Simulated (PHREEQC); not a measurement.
A made-up water analysis in mg/L, 25 °C, pH 6.2, pe 0.8: Na 3.58; K 0.116; Ca 0.297; Mg 0.00627; Cl 1.02; S(6) as SO4 0.922; Alkalinity as HCO3 7.96; Si as SiO2 0.0658; Li 0.0043; Zn 0.152; Sr 0.00409; B 0.0138; Mn(2) 0.199.

Valence states are taken as typed.

Model: ion-association model, phreeqc.dat, run in PHREEQC.

```tsv
quantity	before	after
CO2 (mol/kgw)	0.000183	0.000366
HCO3- (mol/kgw)	0.000131	0.000132
MnHCO3+ (mol/kgw)	3.91e-8	3.93e-8
ZnHCO3+ (mol/kgw)	3.52e-8	3.54e-8
CaHCO3+ (mol/kgw)	1.16e-8	1.16e-8
NaHCO3 (mol/kgw)	1.11e-8	1.12e-8
SI of Quartz (SiO2)	-1.98	-1.98
SI of Rhodochrosite (MnCO3)	-2.36	-2.66
```

Task: What was changed between the two runs?
A) all concentrations times 4 at the same typed pH
B) Ca from 0.297 to 0.594 mg/L
C) pH from 6.2 to 5.9 at the same alkalinity
D) pH from 6.2 to 5.7 at the same alkalinity

Result: C, pH from 6.2 to 5.9 at the same alkalinity

Precipitation was switched off in this run.
